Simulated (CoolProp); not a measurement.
Oxygen at 298.15 K and 0.162 MPa flows at 0.15 m/s in a round tube of 10 mm bore and 45 µm roughness, fully developed (64/Re and Nu = 3.66 if laminar; Colebrook and Gnielinski if turbulent). Each further row changes one setting.

Model: reference Helmholtz-energy equation of state, Schmidt 1985, in CoolProp.

```tsv
case	Reynolds number	Darcy friction factor	pressure drop (Pa/m)	heat-transfer coefficient (W/(m² K))	mass flow (kg/h)
as stated	[?]	[?]	[?]	9.65	0.0888
velocity 0.3 m/s	305	0.210	1.97	9.65	[?]
diameter 20 mm	305	0.210	[?]	[?]	0.355
```

Task: What belongs in the gaps?

Result: 
- as stated, Reynolds number: 153
- as stated, Darcy friction factor: 0.419
- as stated, pressure drop (Pa/m): 0.987
- velocity 0.3 m/s, mass flow (kg/h): 0.178
- diameter 20 mm, pressure drop (Pa/m): 0.247
- diameter 20 mm, heat-transfer coefficient (W/(m² K)): 4.83

Viscosity comes from a separate model (Lemmon 2004). Thermal conductivity comes from a separate model (Lemmon 2004).
